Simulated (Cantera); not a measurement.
Input: 1 mol B, 0.39 mol H2O, 100 mol N2, at 0.260 bar.

These are equilibrium values from Cantera (NASA tables, ideal gas, pure condensed phases), not measurements of a reactor. Candidate condensed phases: B, BN, B2O3, B3O3H3, H2O; 39 gas species. N2 is the only nitrogen source here; it is nearly inert below about 1500 K, so the nitride shown seldom forms there in practice. Mutual solubility and eutectic melting of coexisting phases are not modelled. Kinetics and transport are ignored.

Problem. What share of the B ends up in condensed phases as a function of T (K), at 798, 898, 998, 1098, 1198, 1298, 1398, 1498, 1598, 1698, 1798, 1898, 1998?

Solution. 
| T (K) | B condensed (%) | as |
|---|---|---|
| 798 | 100.0 | BN(s) + B2O3(l) |
| 898 | 100.0 | BN(s) + B2O3(l) |
| 998 | 100.0 | BN(s) + B2O3(l) |
| 1098 | 100.0 | BN(s) + B2O3(l) |
| 1198 | 99.9 | BN(s) + B2O3(l) |
| 1298 | 99.7 | BN(s) + B2O3(l) |
| 1398 | 99.0 | BN(s) + B2O3(l) |
| 1498 | 96.1 | BN(s) + B2O3(l) |
| 1598 | 83.5 | BN(s) + B2O3(l) |
| 1698 | 74.3 | BN(s) |
| 1798 | 72.3 | BN(s) |
| 1898 | 69.4 | BN(s) |
| 1998 | 65.7 | BN(s) |
